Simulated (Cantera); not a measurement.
**Si₃N₄ + H₂O + H₂ (nitride etching)**

Charge: 1 mol Si₃N₄, 1.7 mol H₂O, 3.9 mol H₂, at 100000 Pa.

Method: chemical equilibrium by Gibbs-energy minimisation in Cantera with the NASA 1993 tables (ideal gas, pure condensed phases). Candidate condensed phases: H₂O, Si, SiO₂, Si₂N₂O, Si₃N₄; 35 gas species. Mutual solubility and eutectic melting of coexisting phases are not modelled. The tables hold silica as quartz up to 1696 K and as liquid above; real silica turns to tridymite and cristobalite and melts near 1996 K. The numbers say what is thermodynamically allowed, not how fast it happens.

```csv
T (K),x H₂,x N₂,x NH₃,x H₂O,x H,x SiO,n SiO₂(α-quartz),n Si₂N₂O(s),n SiO₂(β-quartz)
748,0.907,0.0913,0.00136,1.06e-5,<1e-12,<1e-12,0.133,1.43,0
823,0.908,0.0916,0.000624,2.03e-5,6.99e-12,<1e-12,0.133,1.43,0
898,0.908,0.0917,0.000323,3.44e-5,1.04e-10,<1e-12,0,1.43,0.133
973,0.908,0.0918,0.000183,5.33e-5,1.03e-9,<1e-12,0,1.43,0.133
1048,0.908,0.0918,0.000113,7.72e-5,7.36e-9,<1e-12,0,1.43,0.133
1123,0.908,0.0918,7.35e-5,0.000106,4.06e-8,6.14e-12,0,1.43,0.133
1198,0.908,0.0918,5.06e-5,0.000140,1.81e-7,1.84e-10,0,1.43,0.133
1273,0.908,0.0918,3.63e-5,0.000178,6.79e-7,3.68e-9,0,1.43,0.133
1348,0.908,0.0918,2.70e-5,0.000220,2.20e-6,5.23e-8,0,1.43,0.132
1423,0.908,0.0918,2.07e-5,0.000265,6.33e-6,5.58e-7,0,1.43,0.132
```
x: gas mole fraction; n: condensed amount in mol.

From 748 K to 823 K the condensed part is SiO₂(α-quartz) + Si₂N₂O(s). From 898 K to 1423 K the condensed part is SiO₂(β-quartz) + Si₂N₂O(s).
